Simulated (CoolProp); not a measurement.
Sulfur hexafluoride along the isotherm 346 K: Z from the reference equation and from simpler models built on Tc = 318.7 K, pc = 3755 kPa, ω = 0.210; each cubic takes its own stable root.

Computed with CoolProp (reference Helmholtz-energy equation of state, Guder 2009).

| p (kPa) | phase | reference | Redlich-Kwong | Soave-Redlich-Kwong | Peng-Robinson |
|---|---|---|---|---|---|
| 402 | gas | 0.9723 | 0.9708 | 0.9719 | 0.9681 |
| 805 | gas | 0.9436 | 0.9406 | 0.9428 | 0.9355 |
| 1210 | gas | 0.9137 | 0.9091 | 0.9127 | 0.9018 |
| 1610 | gas | 0.8829 | 0.8768 | 0.8818 | 0.8676 |
| 2010 | gas | 0.8507 | 0.8430 | 0.8498 | 0.8324 |
| 2410 | gas | 0.8169 | 0.8075 | 0.8164 | 0.7960 |
| 2820 | gas | 0.7804 | 0.7692 | 0.7805 | 0.7573 |
| 3220 | gas | 0.7426 | 0.7293 | 0.7437 | 0.7181 |
| 3620 | gas | 0.7023 | 0.6867 | 0.7048 | 0.6771 |
| 4020 | supercritical | 0.6591 | 0.6405 | 0.6637 | 0.6343 |
| 4430 | supercritical | 0.6113 | 0.5891 | 0.6191 | 0.5886 |
| 4830 | supercritical | 0.5613 | 0.5354 | 0.5738 | 0.5431 |
| 5230 | supercritical | 0.5092 | 0.4826 | 0.5291 | 0.4989 |
| 5630 | supercritical | 0.4599 | 0.4417 | 0.4901 | 0.4607 |
